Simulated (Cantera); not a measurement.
Mixture: H2 : O2 : N2 = 1 : 0.455 : 1.71 (molar parts), at 27.0 bar, adiabatic and at constant pressure. Ignition delay is the time to a rise of 400 K.

Computed with Cantera and the H2/O2 subset of GRI-Mech 3.0, which has no nitrogen chemistry. The hydrogen kinetics of GRI-Mech 3.0 are dated; newer H2 mechanisms differ, most at raised pressure. The pressure lies above the range GRI-Mech 3.0 was tuned for (to about 10 atm). Below about 950 K walls govern HO2 and H2O2 in real vessels.

Problem. What does this change do: constant volume in place of constant pressure?

Solution. 
```
quantity                                                before       after
--------------------------------------------------  ----------  ----------
delay at 850 K                                         0.247 s     0.223 s
delay at 950 K                                         15.9 ms     14.4 ms
delay at 1050 K                                        1.75 ms     1.61 ms
delay at 1150 K                                       0.266 ms    0.249 ms
delay at 1250 K                                        46.1 µs     43.9 µs
apparent activation energy between 1200 and 1300 K  230 kJ/mol  230 kJ/mol
```

Problem. What does this change do: H2 1 to 0.46 parts?

Solution. 
```json
[
 {"quantity": "delay at 850 K", "before": "0.247 s", "after": "0.383 s"},
 {"quantity": "delay at 950 K", "before": "15.9 ms", "after": "24.3 ms"},
 {"quantity": "delay at 1050 K", "before": "1.75 ms", "after": "2.61 ms"},
 {"quantity": "delay at 1150 K", "before": "0.266 ms", "after": "0.382 ms"},
 {"quantity": "delay at 1250 K", "before": "46.1 µs", "after": "62.8 µs"},
 {"quantity": "apparent activation energy between 1200 and 1300 K", "before": "230 kJ/mol", "after": "240 kJ/mol"}
]
```
